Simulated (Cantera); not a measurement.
Thermodynamics of silicon nitride deposition, feed SiH2Cl2 + NH3 + N2

Input: 1 mol SiH2Cl2, 0.37 mol NH3, a varied amount of N2, held at 1498 K and 50.0 mbar.

Equilibrium computed with Cantera from the NASA thermochemical tables; the gas is ideal and each condensed phase is pure. Candidate condensed phases: NH4Cl, Si, Si3N4; 28 gas species. The tables' values for SiCl3 are old estimates; treat these amounts as uncertain. Kinetics and transport are ignored.

From 1 mol N2 to 8.5 mol N2 the condensed part is Si3N4(s). The main Si-bearing gas is SiCl2 throughout. The share of Si in condensed phases is highest at 8.5 mol N2 (82.3 %) and lowest at 1 mol N2 (72.7 %).

| n(N2) (mol) | x N2 | x HCl | x H2 | x SiCl2 | x SiCl4 | x SiCl3 | n Si3N4(s) |
|---|---|---|---|---|---|---|---|
| 1 | 0.222 | 0.396 | 0.295 | 0.0435 | 0.0234 | 0.0179 | 0.242 |
| 1.3 | 0.287 | 0.376 | 0.263 | 0.0371 | 0.0202 | 0.0153 | 0.248 |
| 1.6 | 0.342 | 0.355 | 0.238 | 0.0327 | 0.0176 | 0.0134 | 0.252 |
| 1.9 | 0.390 | 0.336 | 0.217 | 0.0294 | 0.0155 | 0.0119 | 0.255 |
| 2.4 | 0.455 | 0.306 | 0.189 | 0.0253 | 0.0128 | 0.0101 | 0.259 |
| 3 | 0.518 | 0.277 | 0.164 | 0.0219 | 0.0104 | 0.00843 | 0.263 |
| 3.7 | 0.575 | 0.248 | 0.142 | 0.0190 | 0.00839 | 0.00706 | 0.265 |
| 4.5 | 0.625 | 0.222 | 0.123 | 0.0166 | 0.00676 | 0.00592 | 0.268 |
| 5.6 | 0.678 | 0.194 | 0.104 | 0.0142 | 0.00521 | 0.00481 | 0.270 |
| 6.9 | 0.724 | 0.169 | 0.0876 | 0.0121 | 0.00400 | 0.00390 | 0.272 |
| 8.5 | 0.765 | 0.145 | 0.0734 | 0.0104 | 0.00302 | 0.00313 | 0.274 |
x: gas mole fraction; n: condensed amount in mol.
